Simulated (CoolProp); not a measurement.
Vapour-liquid equilibrium of CH2F2 (R32) (1) + R1234ze(E) (2) at 39.55 °C; x and y are mole fractions of (1).

Computed with CoolProp (multi-fluid Helmholtz-energy mixture model, Tillner-Roth 1997 and Thol 2016; pair parameters Bell 2023).

Task: Give the bubble pressure and the first vapour's composition at x = 0.15, 0.65, 0.75. Is there an azeotrope?

Result: x = 0.15: 1024 kPa, y = 0.329; x = 0.65: 1856 kPa, y = 0.802; x = 0.75: 2018 kPa, y = 0.862. No azeotrope shows between x = 0.05 and 0.95.

Pair parameters are fitted to limited data, so mixtures are less certain than the pure fluids. The gap from Raoult's law changes sign with composition, which may be real or a fault of the pair parameters; it wasn't checked against measurements.
